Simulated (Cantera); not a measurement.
An adiabatic, constant-volume homogeneous reactor starts with CH₄ : H₂ : O₂ : N₂ = 1 : 0.032 : 1.83 : 6.89 (molar parts), equivalence ratio 1.1, at 1075 K and 4.93 atm. Integrator tolerance rtol = 1e-08.

Detailed kinetics in Cantera: GRI-Mech 3.0 (53 species, 325 reactions).

What does this change do: constant pressure in place of constant volume?


```tsv
quantity	before	after
time of steepest temperature rise	26.4 ms	27.8 ms
temperature at 0.200 s	2930 K	2672 K
equilibrium temperature	2930 K	2672 K
x(CH₄) at 0.200 s	<1e-12 (gas-phase equilibrium <1e-12)	<1e-12 (gas-phase equilibrium <1e-12)
x(H₂) at 0.200 s	0.0195 (gas-phase equilibrium 0.0195)	0.0161 (gas-phase equilibrium 0.0161)
x(O₂) at 0.200 s	0.00688 (gas-phase equilibrium 0.00688)	0.00427 (gas-phase equilibrium 0.00427)
x(CH₂O) at 0.200 s	4.96e-9 (gas-phase equilibrium 4.96e-9)	1.20e-9 (gas-phase equilibrium 1.20e-9)
x(HCO) at 0.200 s	2.45e-7 (gas-phase equilibrium 2.45e-7)	6.04e-8 (gas-phase equilibrium 6.04e-8)
x(C₂H₆) at 0.200 s	<1e-12 (gas-phase equilibrium <1e-12)	<1e-12 (gas-phase equilibrium <1e-12)
```

What does this change do: CH4 1 to 0.46 parts?


```tsv
quantity	before	after
time of steepest temperature rise	26.4 ms	13.7 ms
temperature at 0.200 s	2930 K	2377 K
equilibrium temperature	2930 K	2377 K
x(CH₄) at 0.200 s	<1e-12 (gas-phase equilibrium <1e-12)	<1e-12 (gas-phase equilibrium <1e-12)
x(H₂) at 0.200 s	0.0195 (gas-phase equilibrium 0.0195)	0.000322 (gas-phase equilibrium 0.000322)
x(O₂) at 0.200 s	0.00688 (gas-phase equilibrium 0.00688)	0.0903 (gas-phase equilibrium 0.0903)
x(CH₂O) at 0.200 s	4.96e-9 (gas-phase equilibrium 4.96e-9)	1.30e-12 (gas-phase equilibrium 1.30e-12)
x(HCO) at 0.200 s	2.45e-7 (gas-phase equilibrium 2.45e-7)	1.34e-10 (gas-phase equilibrium 1.34e-10)
x(C₂H₆) at 0.200 s	<1e-12 (gas-phase equilibrium <1e-12)	<1e-12 (gas-phase equilibrium <1e-12)
```

What does this change do: N2 6.89 to 17 parts?


| quantity | before | after |
|---|---|---|
| time of steepest temperature rise | 26.4 ms | 62.1 ms |
| temperature at 0.200 s | 2930 K | 2286 K |
| equilibrium temperature | 2930 K | 2286 K |
| x(CH₄) at 0.200 s | <1e-12 (gas-phase equilibrium <1e-12) | <1e-12 (gas-phase equilibrium <1e-12) |
| x(H₂) at 0.200 s | 0.0195 (gas-phase equilibrium 0.0195) | 0.00610 (gas-phase equilibrium 0.00610) |
| x(O₂) at 0.200 s | 0.00688 (gas-phase equilibrium 0.00688) | 8.34e-5 (gas-phase equilibrium 8.34e-5) |
| x(CH₂O) at 0.200 s | 4.96e-9 (gas-phase equilibrium 4.96e-9) | 3.44e-10 (gas-phase equilibrium 3.44e-10) |
| x(HCO) at 0.200 s | 2.45e-7 (gas-phase equilibrium 2.45e-7) | 6.08e-9 (gas-phase equilibrium 6.08e-9) |
| x(C₂H₆) at 0.200 s | <1e-12 (gas-phase equilibrium <1e-12) | <1e-12 (gas-phase equilibrium <1e-12) |
